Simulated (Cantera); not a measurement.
A closed system holds: 1 mol SiH2Cl2, 0.37 mol N2O, 5.9 mol N2, 6.2 mol NO, held at 7.50 Torr.

These are equilibrium values from Cantera (NASA tables, ideal gas, pure condensed phases), not measurements of a reactor. Candidate condensed phases: H2O, NH4Cl, Si, SiO2, Si2N2O, Si3N4; 47 gas species. The tables hold silica as quartz up to 1696 K and as liquid above; real silica turns to tridymite and cristobalite and melts near 1996 K. Kinetics and transport are ignored.

Q: Which condensed phases are stable at each of these points (T (K)): 850, 1050, 1250, 1450, 1650, 1850, 2050?

A: 
| T (K) | condensed phases | Si condensed (%) |
|---|---|---|
| 850 | SiO2(β-quartz) | 100.0 |
| 1050 | SiO2(β-quartz) | 100.0 |
| 1250 | SiO2(β-quartz) | 100.0 |
| 1450 | SiO2(β-quartz) | 100.0 |
| 1650 | SiO2(β-quartz) | 100.0 |
| 1850 | SiO2(condensed) | 100.0 |
| 2050 | SiO2(l) | 99.7 |

From 850 K to 1650 K the condensed part is SiO2(β-quartz). At 1850 K the condensed part is SiO2(condensed). At 2050 K the condensed part is SiO2(l).
